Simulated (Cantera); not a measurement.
An adiabatic, constant-volume homogeneous reactor starts with H₂ : O₂ : N₂ = 1 : 1.22 : 4.59 (molar parts), at 998 K and 12.0 bar. Integrator tolerance rtol = 1e-08.

Cantera simulation using the H2/O2 subset of GRI-Mech 3.0, which has no nitrogen chemistry; the numbers are that mechanism's predictions, not measurements. The hydrogen kinetics of GRI-Mech 3.0 are dated; newer H2 mechanisms differ, most at raised pressure. The pressure lies above the range GRI-Mech 3.0 was tuned for (to about 10 atm).

Q: What does this change do: initial temperature 998 to 1175 K?

A: 
| quantity | before | after |
|---|---|---|
| time of steepest temperature rise | 12.3 ms | 0.218 ms |
| temperature at 0.800 s | 2304 K | 2439 K |
| equilibrium temperature | 2304 K | 2439 K |
| x(H₂) at 0.800 s | 0.000196 (gas-phase equilibrium 0.000196) | 0.000425 (gas-phase equilibrium 0.000425) |
| x(O₂) at 0.800 s | 0.113 (gas-phase equilibrium 0.113) | 0.112 (gas-phase equilibrium 0.112) |
| x(O) at 0.800 s | 0.000339 (gas-phase equilibrium 0.000339) | 0.000746 (gas-phase equilibrium 0.000746) |
| x(OH) at 0.800 s | 0.00355 (gas-phase equilibrium 0.00355) | 0.00579 (gas-phase equilibrium 0.00579) |
| x(HO₂) at 0.800 s | 1.46e-5 (gas-phase equilibrium 1.46e-5) | 2.07e-5 (gas-phase equilibrium 2.07e-5) |
| x(H) at 0.800 s | 2.75e-5 (gas-phase equilibrium 2.75e-5) | 8.25e-5 (gas-phase equilibrium 8.25e-5) |

Q: What does this change do: N2 4.59 to 10 parts?

A: 
```csv
quantity,before,after
time of steepest temperature rise,12.3 ms,19.0 ms
temperature at 0.800 s,2304 K,1764 K
equilibrium temperature,2304 K,1764 K
x(H₂) at 0.800 s,0.000196 (gas-phase equilibrium 0.000196),2.94e-6 (gas-phase equilibrium 2.94e-6)
x(O₂) at 0.800 s,0.113 (gas-phase equilibrium 0.113),0.0614 (gas-phase equilibrium 0.0614)
x(O) at 0.800 s,0.000339 (gas-phase equilibrium 0.000339),4.75e-6 (gas-phase equilibrium 4.75e-6)
x(OH) at 0.800 s,0.00355 (gas-phase equilibrium 0.00355),0.000177 (gas-phase equilibrium 0.000177)
x(HO₂) at 0.800 s,1.46e-5 (gas-phase equilibrium 1.46e-5),7.52e-7 (gas-phase equilibrium 7.52e-7)
x(H) at 0.800 s,2.75e-5 (gas-phase equilibrium 2.75e-5),1.01e-7 (gas-phase equilibrium 1.01e-7)
```
